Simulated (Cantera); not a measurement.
A closed system holds: 1 mol MgCO3, 0.044 mol H2, 1.3 mol O2, held at 675 K and 2.10 bar.

Method: chemical equilibrium by Gibbs-energy minimisation in Cantera with the NASA 1993 tables (ideal gas, pure condensed phases). Candidate condensed phases: C, C6H6, C7H8, C8H18, H2O, Mg, MgCO3, MgO, Mg(OH)2; 116 gas species. Rates play no part.

Base state: O2 0.550, CO2 0.431, H2O 0.0189 (mole fractions); condensed: MgO(s).

Task: What changes in the equilibrium state with this change: H2 from 0.044 to 1.2 mol?

Result: 
| species | before | after |
|---|---|---|
| H2O | 0.0189 | 0.414 |
| CO2 | 0.431 | 0.345 |
| O2 | 0.550 | 0.241 |
| MgO(s), mol | 1.00 | 1.00 |
